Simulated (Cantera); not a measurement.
**Thermodynamics of silicon oxide and oxynitride deposition, feed TEOS + N2O**

Charge: 1 mol TEOS, 8.3 mol N2O, held at 675 °C and 66.0 Pa.

Cantera equilibrium calculation (NASA polynomials, part measured and part estimated; ideal gas, pure solids and liquids). Candidate condensed phases: C, C6H6, C7H8, C8H18, H2O, Si, SiC, SiO2, Si2N2O, Si3N4; 151 gas species. The feed counts by its element totals alone. The numbers say what is thermodynamically allowed, not how fast it happens.

```yaml
x(H2): 0.343
x(N2): 0.316
x(CO): 0.254
x(CO2): 0.0501
x(H2O): 0.0374
n(SiO2(β-quartz)): 1.00 mol
gas_amount: 26.30 mol
log10 activity of C(graphite) (absent): -2.83
log10 activity of Si(s) (absent): -17.27
```
